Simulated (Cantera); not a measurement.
A perfectly stirred reactor is fed with NH3 : H2 = 1 : 7.2 (molar parts), at 0.330 bar; it is held at 2273 K, and followed from long to short residence time.

Cantera simulation using the gas-phase N/H chemistry of the illustrative SiF4/NH3 mechanism in the Surface Chemkin manual (1991); the numbers are that mechanism's predictions, not measurements. Walls and surfaces, which speed up NH3 decomposition in real reactors, are not modelled.

**Question.** What does this change do: pressure from 0.330 bar to 0.0230 bar?

**Answer.** 
| quantity | before | after |
|---|---|---|
| x(NH3) at τ = 0.970 s | 0.000656 | 0.00702 |
| x(H2) at τ = 0.970 s | 0.932 | 0.935 |
| x(N2H4) at τ = 0.970 s | 1.88e-11 | 4.48e-11 |
| x(N2H2) at τ = 0.970 s | 6.46e-9 | 1.41e-7 |
| x(NH2) at τ = 0.970 s | 2.94e-5 | 0.000171 |
| x(NH3) at τ = 11.0 ms | 0.0546 | 0.113 |
| x(H2) at τ = 11.0 ms | 0.912 | 0.881 |
| x(N2H4) at τ = 11.0 ms | 6.80e-9 | 1.12e-9 |
| x(N2H2) at τ = 11.0 ms | 7.62e-7 | 1.45e-6 |
| x(NH2) at τ = 11.0 ms | 0.000557 | 0.000855 |

**Question.** What does this change do: temperature 2273 to 1700 K?

**Answer.** 
```json
[
 {"quantity": "x(NH3) at τ = 0.970 s", "before": "0.000656", "after": "0.110"},
 {"quantity": "x(H2) at τ = 0.970 s", "before": "0.932", "after": "0.885"},
 {"quantity": "x(N2H4) at τ = 0.970 s", "before": "1.88e-11", "after": "6.12e-9"},
 {"quantity": "x(N2H2) at τ = 0.970 s", "before": "6.46e-9", "after": "5.52e-8"},
 {"quantity": "x(NH2) at τ = 0.970 s", "before": "2.94e-5", "after": "4.73e-5"},
 {"quantity": "x(NH3) at τ = 11.0 ms", "before": "0.0546", "after": "0.122"},
 {"quantity": "x(H2) at τ = 11.0 ms", "before": "0.912", "after": "0.878"},
 {"quantity": "x(N2H4) at τ = 11.0 ms", "before": "6.80e-9", "after": "3.17e-9"},
 {"quantity": "x(N2H2) at τ = 11.0 ms", "before": "7.62e-7", "after": "2.51e-8"},
 {"quantity": "x(NH2) at τ = 11.0 ms", "before": "0.000557", "after": "3.40e-5"}
]
```
